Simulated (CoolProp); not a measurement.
Properties of R227EA along the isobar 174 bar.

Values from CoolProp's reference Helmholtz-energy equation of state, Lemmon 2016.

```tsv
T (K)	phase	density (kg/m³)	cp (kJ/(kg K))	cv (kJ/(kg K))	viscosity (µPa s)	Prandtl number
258.1	liquid	1599	1.047	0.7666	…	…
275.8	liquid	1549	1.072	0.7912	422	6.19
293.6	liquid	1497	1.099	0.8169	348	…
311.3	liquid	1444	1.126	0.8425	289	4.93
329.1	liquid	1390	1.154	0.8678	242	4.46
346.9	liquid	1334	1.182	0.8925	204	4.06
364.6	liquid	…	1.209	…	173	3.70
382.4	supercritical	…	1.235	0.9385	…	3.37
```

Q: Some entries are withheld; supply them.

A: 
- 258.1, viscosity (µPa s): 518
- 258.1, Prandtl number: 7.07
- 293.6, Prandtl number: 5.49
- 364.6, density (kg/m³): 1276
- 364.6, cv (kJ/(kg K)): 0.9160
- 382.4, density (kg/m³): 1216
- 382.4, viscosity (µPa s): 147

Viscosity comes from a separate model (Huber 2003), an estimate that may be off by 10 % or more. Thermal conductivity comes from a separate model (Huber 2003), an estimate that may be off by 10 % or more.
